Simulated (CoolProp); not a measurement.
Saturation properties of n-hexane.

Model: reference Helmholtz-energy equation of state, Thol 2019, in CoolProp.

```
T (K)  p (bar)  vapour density (kg/m³)  vapour viscosity (µPa s)
-----  -------  ----------------------  ------------------------
396.8    4.343                   13.09                      8.47
405.3    5.231                   15.77                      8.78
413.8    6.249                   18.89                      9.13
422.3    7.409                   22.53                      9.52
430.8    8.723                   26.78                      9.95
439.3    10.20                   31.77                      10.4
447.8    11.87                   37.64                      11.0
456.3    13.73                   44.62                      11.6
464.8    15.80                   53.02                      12.2
473.3    18.10                   63.33                      13.0
```

It boils at 341.9 K under 1 atm.

Viscosity comes from a separate model (Michailidou 2013).
